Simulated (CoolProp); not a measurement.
The numbers come from the reference Helmholtz-energy equation of state, Lemmon 2006 in CoolProp. It is a short technical equation, of lower accuracy than the large ones.

Problem. Give the vapour pressure (kPa), liquid density (kg/m³), vapour density (kg/m³), liquid cp (kJ/(kg K)) of saturated carbonyl sulfide at -75.55 °C.

Solution. 
```csv
T (°C),p (kPa),liquid density (kg/m³),vapour density (kg/m³),liquid cp (kJ/(kg K))
-75.55,26.3,1230,0.972,1.16
```
